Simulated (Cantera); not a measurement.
# Halide evaporation, hydrolysis and transport: MgCl₂ + O₂ + N₂

A closed system holds: 1 mol MgCl₂, 0.41 mol O₂, 6.3 mol N₂, at 0.120 bar.

Cantera equilibrium calculation (NASA polynomials, part measured and part estimated; ideal gas, pure solids and liquids). Candidate condensed phases: Mg, MgCl₂, MgO; 18 gas species. Kinetics and transport are ignored.

From 1373 K to 1648 K the condensed part is MgO(s). The main Mg-bearing gas is MgCl₂ throughout. The share of Mg in condensed phases is highest at 1373 K (55.7 %) and lowest at 1648 K (22.4 %).

```
T (K)   x N₂  x MgCl₂    x Cl₂    x Cl    x O₂      x NO    x ClO  n MgO(s)
-----  -----  -------  -------  ------  ------  --------  -------  --------
1373   0.840   0.0591   0.0658  0.0170  0.0174  0.000185  2.28e-5     0.557
1398   0.837   0.0653   0.0578  0.0194  0.0206  0.000231  2.73e-5     0.508
1423   0.833   0.0713   0.0500  0.0218  0.0236  0.000284  3.17e-5     0.461
1448   0.829   0.0769   0.0426  0.0242  0.0264  0.000342  3.59e-5     0.416
1473   0.826   0.0820   0.0359  0.0266  0.0290  0.000407  3.99e-5     0.375
1498   0.823   0.0864   0.0299  0.0288  0.0312  0.000477  4.34e-5     0.339
1523   0.821   0.0901   0.0247  0.0309  0.0330  0.000553  4.64e-5     0.308
1548   0.818   0.0932   0.0203  0.0329  0.0346  0.000635  4.90e-5     0.283
1573   0.816   0.0957   0.0166  0.0347  0.0358  0.000723  5.12e-5     0.262
1598   0.815   0.0976   0.0135  0.0365  0.0367  0.000816  5.29e-5     0.246
1623   0.813   0.0991   0.0110  0.0381  0.0374  0.000915  5.43e-5     0.233
1648   0.812    0.100  0.00899  0.0397  0.0379   0.00102  5.53e-5     0.224
```
x: gas mole fraction; n: condensed amount in mol.
